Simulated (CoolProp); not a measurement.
Vapour pressure (MPa) of R123: the reference equation beside estimates from Tc = 456.8 K, pc = 3.662 MPa, ω = 0.282. Clausius-Clapeyron is anchored at 359.2 K with a constant enthalpy of vaporisation of 21.75 kJ/mol.

Model: reference Helmholtz-energy equation of state, Younglove 1994, in CoolProp. It is a modified Benedict-Webb-Rubin equation, recast in Helmholtz form.

```csv
T (K),reference,Clausius-Clapeyron,Redlich-Kwong,Soave-Redlich-Kwong,Peng-Robinson
316.4,0.1718,0.2120,0.2925,0.1715,0.1712
325,0.2248,0.2639,0.3665,0.2249,0.2238
333.5,0.2888,0.3240,0.4520,0.2894,0.2873
342.1,0.3667,0.3946,0.5520,0.3683,0.3648
350.6,0.4585,0.4750,0.6652,0.4613,0.4562
359.2,0.5679,0.5679,0.7953,0.5724,0.5654
367.7,0.6942,0.6720,0.9403,0.7009,0.6918
376.2,0.8404,0.7892,1.103,0.8498,0.8385
384.8,1.010,0.9219,1.285,1.023,1.010
393.3,1.203,1.068,1.485,1.219,1.203
401.9,1.423,1.231,1.707,1.444,1.426
410.4,1.670,1.409,1.947,1.695,1.676
```

Absolute difference from the reference over all 12 rows, mean and median: Clausius-Clapeyron 10.2 and 10.0 %, Redlich-Kwong 39.9 and 37.7 %, Soave-Redlich-Kwong 0.8 and 0.9 %, Peng-Robinson 0.3 and 0.4 %.
